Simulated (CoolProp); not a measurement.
Properties of n-perfluorohexane along the isotherm 12.45 °C.

The numbers come from the reference Helmholtz-energy equation of state, Gao 2022 in CoolProp.

```tsv
p (kPa)	phase	isothermal compressibility (1/MPa)	expansivity (1/kK)	fugacity coefficient
327	liquid	0.002368	1.654	0.05085
653	liquid	0.002348	1.646	0.02616
980	liquid	0.002327	1.637	?
1310	liquid	0.002308	1.629	0.01377
1630	liquid	?	1.621	?
1960	liquid	0.002270	1.613	0.009714
2290	liquid	0.002251	1.605	0.008544
2610	liquid	0.002234	1.598	0.007697
```

What belongs in the gaps?


- 980, fugacity coefficient: 0.01791
- 1630, isothermal compressibility (1/MPa): 0.002289
- 1630, fugacity coefficient: 0.01137
